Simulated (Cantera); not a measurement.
A perfectly stirred reactor is fed with CH₃OH : O₂ : N₂ = 1 : 1.07 : 4.03 (molar parts), equivalence ratio 1.4, at 1430 Torr; it is adiabatic with a 400 K inlet, and is followed from long to short residence time, starting on the burning branch (τ in s: 0.023, 0.011, 0.0052, 0.0025, 0.0012, 0.00058, 0.00028, 0.00014, 6.5e-05, 3.1e-05).

Computed with Cantera and GRI-Mech 3.0 (53 species, 325 reactions). GRI-Mech 3.0 was tuned for natural gas; its chemistry of methanol as a main component is partial and can be far from experiment.

### Question
What does this change do: pressure from 1430 Torr to 4430 Torr?

### Answer
```csv
quantity,before,after
"blow-out, bracketed by the residence times tried","burning at 65.0 µs, out at 31.0 µs","burning at 31.0 µs, the shortest tried"
x(CH₃OH) at τ = 23.0 ms,3.04e-6,2.67e-6
x(O₂) at τ = 23.0 ms,0.000191,9.12e-5
x(OH) at τ = 23.0 ms,0.00133,0.000483
x(H₂) at τ = 23.0 ms,0.0497,0.0497
x(CO) at τ = 23.0 ms,0.0723,0.0725
x(CH₃OH) at τ = 0.580 ms,3.66e-5,2.55e-5
x(O₂) at τ = 0.580 ms,0.00218,0.000971
x(OH) at τ = 0.580 ms,0.00403,0.00203
x(H₂) at τ = 0.580 ms,0.0504,0.0498
x(CO) at τ = 0.580 ms,0.0728,0.0729
```

### Question
What does this change do: pressure from 1430 Torr to 10500 Torr?

### Answer
```tsv
quantity	before	after
blow-out, bracketed by the residence times tried	burning at 65.0 µs, out at 31.0 µs	burning at 31.0 µs, the shortest tried
x(CH₃OH) at τ = 23.0 ms	3.04e-6	2.54e-6
x(O₂) at τ = 23.0 ms	0.000191	7.02e-5
x(OH) at τ = 23.0 ms	0.00133	0.000209
x(H₂) at τ = 23.0 ms	0.0497	0.0496
x(CO) at τ = 23.0 ms	0.0723	0.0726
x(CH₃OH) at τ = 0.580 ms	3.66e-5	2.31e-5
x(O₂) at τ = 0.580 ms	0.00218	0.000648
x(OH) at τ = 0.580 ms	0.00403	0.000976
x(H₂) at τ = 0.580 ms	0.0504	0.0496
x(CO) at τ = 0.580 ms	0.0728	0.0731
```
The pressure lies above the range GRI-Mech 3.0 was tuned for (to about 10 atm).

### Question
What does this change do: pressure from 1430 Torr to 8250 Torr?

### Answer
```json
[
 {"quantity": "blow-out, bracketed by the residence times tried", "before": "burning at 65.0 µs, out at 31.0 µs", "after": "burning at 31.0 µs, the shortest tried"},
 {"quantity": "x(CH₃OH) at τ = 23.0 ms", "before": "3.04e-6", "after": "2.57e-6"},
 {"quantity": "x(O₂) at τ = 23.0 ms", "before": "0.000191", "after": "7.51e-5"},
 {"quantity": "x(OH) at τ = 23.0 ms", "before": "0.00133", "after": "0.000264"},
 {"quantity": "x(H₂) at τ = 23.0 ms", "before": "0.0497", "after": "0.0496"},
 {"quantity": "x(CO) at τ = 23.0 ms", "before": "0.0723", "after": "0.0726"},
 {"quantity": "x(CH₃OH) at τ = 0.580 ms", "before": "3.66e-5", "after": "2.35e-5"},
 {"quantity": "x(O₂) at τ = 0.580 ms", "before": "0.00218", "after": "0.000712"},
 {"quantity": "x(OH) at τ = 0.580 ms", "before": "0.00403", "after": "0.00121"},
 {"quantity": "x(H₂) at τ = 0.580 ms", "before": "0.0504", "after": "0.0497"},
 {"quantity": "x(CO) at τ = 0.580 ms", "before": "0.0728", "after": "0.0730"}
]
```
